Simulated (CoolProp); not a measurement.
Vapour-liquid equilibrium of ethane (1) + hydrogen sulfide (2) at 3.35 °C; x and y are mole fractions of (1).

The numbers come from the multi-fluid Helmholtz-energy mixture model, Bücker 2006 and Lemmon 2006; pair parameters Kunz 2012 in CoolProp.

| x | bubble pressure, mixture model (MPa) | bubble pressure, Raoult's law (MPa) | y, mixture model | y, Raoult's law |
|---|---|---|---|---|
| 0.05 | 1.425 | 1.210 | 0.211 | 0.107 |
| 0.125 | 1.741 | 1.319 | 0.372 | 0.245 |
| 0.2 | ? | 1.427 | 0.460 | 0.362 |
| 0.275 | ? | 1.536 | 0.517 | 0.463 |
| 0.35 | ? | 1.645 | 0.561 | 0.550 |
| 0.425 | 2.335 | 1.753 | ? | 0.627 |
| 0.5 | 2.416 | 1.862 | 0.636 | 0.694 |
| 0.575 | 2.485 | 1.970 | 0.673 | 0.755 |
| 0.65 | 2.544 | 2.079 | ? | 0.808 |
| 0.725 | 2.590 | 2.188 | ? | 0.857 |
| 0.8 | 2.619 | 2.296 | 0.813 | 0.901 |
| 0.875 | 2.629 | 2.405 | 0.874 | 0.941 |
| 0.95 | 2.613 | 2.513 | 0.945 | 0.977 |

Task: Some entries are withheld; supply them.

Result: 
- 0.2, bubble pressure, mixture model (MPa): 1.961
- 0.275, bubble pressure, mixture model (MPa): 2.119
- 0.35, bubble pressure, mixture model (MPa): 2.239
- 0.425, y, mixture model: 0.599
- 0.65, y, mixture model: 0.714
- 0.725, y, mixture model: 0.760

The largest gap from Raoult's law is +38.0 % in bubble pressure, at x = 0.275. y crosses x between x = 0.8 and 0.875: the model has an azeotrope there.

The pair parameters rest on a limited set of measurements; away from them the model extrapolates.
